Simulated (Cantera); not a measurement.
Cantera run, input and output.

```python
import numpy as np
import cantera as ct

gas = ct.Solution("gri30.yaml")


def delay(T, t_max=10):
    gas.TPX = T, 2200000, {'CH4': 1, 'O2': 2.3, 'N2': 8.64, 'H2': 0.14}
    reactor = ct.IdealGasConstPressureReactor(gas, clone=False)
    net = ct.ReactorNet([reactor])
    net.rtol, net.atol = 1e-8, 1e-16
    while net.time < t_max:
        t_old, T_old = net.time, reactor.T
        net.step()
        if reactor.T > T + 400:  # ignition: a rise of 400 K
            return t_old + (T + 400 - T_old) / (reactor.T - T_old) * (net.time - t_old)
    return np.nan


taus = []
for T in [1248, 1298, 1348, 1398, 1448, 1498, 1548]:
    taus.append(delay(T))
    print(f"T0 = {T:6g} K   tau = {taus[-1]:.4e} s")
```

It prints:

```
T0 =   1248 K   tau = 3.4452e-04 s
T0 =   1298 K   tau = 2.2373e-04 s
T0 =   1348 K   tau = 1.4975e-04 s
T0 =   1398 K   tau = 1.0193e-04 s
T0 =   1448 K   tau = 7.0096e-05 s
T0 =   1498 K   tau = 4.8573e-05 s
T0 =   1548 K   tau = 3.3906e-05 s
```

Cantera simulation using GRI-Mech 3.0 (53 species, 325 reactions); the numbers are that mechanism's predictions, not measurements. The pressure lies above the range GRI-Mech 3.0 was tuned for (to about 10 atm).
